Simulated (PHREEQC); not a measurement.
Consider water at 25 °C with 0.024 mol/kgw TMAH, 0.0014 mol/kgw K2SiO3 and 0.037 mol/kgw (CH3)4NCl. Closed to the air; pH follows from the charge balance.

Equilibrium calculation in PHREEQC: ion-association model, phreeqc.dat.

```yaml
pH: 12.30
ionic_strength: 0.0641 mol/kgw
total_alkalinity: 26.8 meq/kg
```

| species | molality | activity | log γ |
|---|---|---|---|
| (CH3)4N+ | 0.0610 | 0.0488 | -0.097 |
| Cl- | 0.0370 | 0.0295 | -0.098 |
| OH- | 0.0251 | 0.0200 | -0.100 |
| K+ | 0.00280 | 0.00223 | -0.099 |
| H3SiO4- | 0.00112 | 0.000898 | -0.097 |
| H2SiO4-2 | 0.000274 | 0.000121 | -0.356 |
| H4SiO4 | 3.04e-6 | 3.08e-6 | 0.006 |

This is a speciation only: nothing precipitates in the calculation. (CH3)4N+ isn't in the database: it is added as a free cation with an ion size of 4 Å.
